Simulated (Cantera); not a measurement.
A Cantera script and what it prints.

```python
import numpy as np
import cantera as ct

gas_names = """
    C CN CO CO2 C2 CCN CNC C2N2 C2O C3 C3O2 C4 C4N2 C5 Fe FeC5O5 FeO N NCO NO NO2 NO3 N2 N2O O O2 O3
""".split()
cond_names = """
    C(gr) Fe(a) Fe(c) Fe(d) Fe(L) FeC5O5(L) FeO(s) FeO(L) Fe2O3(s) Fe3O4(s)
""".split()


# ... load() reads the species with a 1 bar reference pressure and builds the phases ...
atoms = {
    'Fe(CO)5': {'Fe': 1, 'C': 5, 'O': 5},
    'N2': {'N': 2},
}
top_T = {'C(gr)': 4500, 'Fe2O3(s)': 1830, 'Fe3O4(s)': 1870}  # K; cautious upper limits of use, not melting points


# ... equilibrate(T, P, feed) seeds the gas with the atoms and calls Mixture.equilibrate('TP', solver="vcs", rtol=1e-11, max_steps=5000) ...
results = []
feed = {'Fe(CO)5': 1, 'N2': 0.77}  # mol
P = 290  # Pa
for T in [823, 898, 973, 1048, 1123, 1198, 1273, 1348, 1423, 1498, 1573]:
    mix = equilibrate(T, P, feed)
    results.append((T, P, feed, dict(zip(mix.species_names, mix.species_moles))))
    x = sorted(zip(gas.X, gas.species_names), reverse=True)
    print(f"T = {T:g} K  P = {P:g} Pa  gas = {mix.phase_moles(0):.4g} mol")
    print("   x: " + "  ".join(f"{s} {v:.3e}" for v, s in x if v > 1e-06))
    print("   condensed (mol): " + ("  ".join(f"{mix.phase(i).name} {mix.phase_moles(i):.4g}"
          for i in range(1, mix.n_phases) if mix.phase_moles(i) > 1e-12) or "none"))
```

Result:

```
T = 823 K  P = 290 Pa  gas = 5.328 mol
   x: CO 7.726e-01  N2 1.445e-01  CO2 8.289e-02
   condensed (mol): C(gr) 0.4417  Fe(a) 1
T = 898 K  P = 290 Pa  gas = 5.699 mol
   x: CO 8.525e-01  N2 1.351e-01  CO2 1.238e-02
   condensed (mol): C(gr) 0.07059  Fe(a) 1
T = 973 K  P = 290 Pa  gas = 5.757 mol
   x: CO 8.641e-01  N2 1.337e-01  CO2 2.172e-03
   condensed (mol): C(gr) 0.0125  Fe(a) 1
T = 1048 K  P = 290 Pa  gas = 5.767 mol
   x: CO 8.660e-01  N2 1.335e-01  CO2 4.826e-04
   condensed (mol): C(gr) 0.002783  Fe(a) 1
T = 1123 K  P = 290 Pa  gas = 5.769 mol
   x: CO 8.664e-01  N2 1.335e-01  CO2 1.314e-04
   condensed (mol): C(gr) 0.0007583  Fe(a) 1
T = 1198 K  P = 290 Pa  gas = 5.77 mol
   x: CO 8.665e-01  N2 1.335e-01  CO2 4.233e-05
   condensed (mol): C(gr) 0.0002442  Fe(c) 1
T = 1273 K  P = 290 Pa  gas = 5.77 mol
   x: CO 8.665e-01  N2 1.335e-01  CO2 1.565e-05
   condensed (mol): C(gr) 9.03e-05  Fe(c) 1
T = 1348 K  P = 290 Pa  gas = 5.77 mol
   x: CO 8.665e-01  N2 1.334e-01  CO2 6.491e-06  Fe 1.406e-06
   condensed (mol): C(gr) 3.745e-05  Fe(c) 1
T = 1423 K  P = 290 Pa  gas = 5.77 mol
   x: CO 8.665e-01  N2 1.334e-01  Fe 9.191e-06  CO2 2.966e-06
   condensed (mol): C(gr) 1.711e-05  Fe(c) 0.9999
T = 1498 K  P = 290 Pa  gas = 5.77 mol
   x: CO 8.665e-01  N2 1.334e-01  Fe 4.957e-05  CO2 1.471e-06
   condensed (mol): C(gr) 8.48e-06  Fe(c) 0.9997
T = 1573 K  P = 290 Pa  gas = 5.771 mol
   x: CO 8.664e-01  N2 1.334e-01  Fe 2.267e-04
   condensed (mol): C(gr) 4.48e-06  Fe(c) 0.9987
```

Equilibrium computed with Cantera from the NASA thermochemical tables; the gas is ideal and each condensed phase is pure. Condensed phases not in the tables: cementite and carbon dissolved in iron.
